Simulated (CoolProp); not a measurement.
Vapour-liquid equilibrium of R22 (1) + R152A (2) at 35.85 °C; x and y are mole fractions of (1).

The numbers come from the multi-fluid Helmholtz-energy mixture model, Kamei 1995 and Outcalt 1996; pair parameters Bell 2016 in CoolProp.

| x | bubble pressure, mixture model (kPa) | bubble pressure, Raoult's law (kPa) | y, mixture model | y, Raoult's law |
|---|---|---|---|---|
| 0.05 | 833.3 | 841.2 | 0.069 | 0.082 |
| 0.125 | ___ | 884.1 | 0.168 | 0.196 |
| 0.2 | 898.5 | 926.9 | 0.263 | 0.299 |
| 0.275 | 933.4 | 969.8 | 0.354 | 0.392 |
| 0.35 | 970.3 | 1013 | ___ | 0.478 |
| 0.425 | ___ | 1055 | ___ | 0.557 |
| 0.5 | 1050 | 1098 | 0.600 | 0.630 |
| 0.575 | 1094 | 1141 | 0.673 | 0.697 |
| 0.65 | 1140 | 1184 | 0.742 | 0.760 |
| 0.725 | ___ | 1227 | 0.806 | 0.818 |
| 0.8 | 1239 | 1270 | 0.865 | 0.872 |
| 0.875 | ___ | 1313 | 0.920 | 0.923 |
| 0.95 | 1346 | 1355 | ___ | 0.970 |

Problem. Some entries are withheld; supply them.

Solution. 
- 0.125, bubble pressure, mixture model (kPa): 865.2
- 0.35, y, mixture model: 0.440
- 0.425, bubble pressure, mixture model (kPa): 1009
- 0.425, y, mixture model: 0.522
- 0.725, bubble pressure, mixture model (kPa): 1188
- 0.875, bubble pressure, mixture model (kPa): 1292
- 0.95, y, mixture model: 0.969

The largest gap from Raoult's law is -4.4 % in bubble pressure, at x = 0.425. No azeotrope shows between x = 0.05 and 0.95.

The pair parameters rest on a limited set of measurements; away from them the model extrapolates.
